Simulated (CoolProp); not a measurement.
Values from CoolProp's reference Helmholtz-energy equation of state, Smukala 2000.

Q: For ethylene, give the phase and the Z, cp (kJ/(kg K)), speed of sound (m/s), expansivity (1/kK) at 148.5 K and 41.3 MPa.

A: 
- 148.5 K and 41.3 MPa: liquid; Z 1.51, cp 2.31, speed of sound 1690, expansivity 1.74
